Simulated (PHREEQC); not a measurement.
Solution (66 °C): 8.2e-05 mol/kgw PbCl2, 0.00062 mol/kgw HBF4 and 0.00019 mol/kgw Cu(NO3)2. Closed to the air; pH follows from the charge balance.

Computed with PHREEQC (ion-association model, wateq4f.dat).

```
quantity                   before    after
------------------------  -------  -------
pH                           3.14     2.36
ionic strength (mol/kgw)  0.00156  0.00551
PbCl+ (mol/kgw)           1.04e-6  8.99e-7
CuCl+ (mol/kgw)           3.96e-7  3.45e-7
PbNO3+ (mol/kgw)          3.69e-7  3.18e-7
SI of Tenorite (CuO)        -3.80    -5.42
SI of Pb(OH)2 (Pb(OH)2)     -4.81    -6.43
```

Task: Which change was made?
(A) 1e-05 mol/kgw CaSO4 added
(B) HBF4 replaced by H3BO3 at the same molality
(C) HBF4 from 0.00062 to 0.0062 mol/kgw
(D) Cu(NO3)2 from 0.00019 to 9.5e-05 mol/kgw
(E) HBF4 from 0.00062 to 0.000682 mol/kgw

Result: C, HBF4 from 0.00062 to 0.0062 mol/kgw

No solid was allowed to form. At this temperature some constants are extrapolated from 25 °C, and those without enthalpy data are left unchanged. Real BF4- forms and hydrolyses slowly; the run takes it at equilibrium.
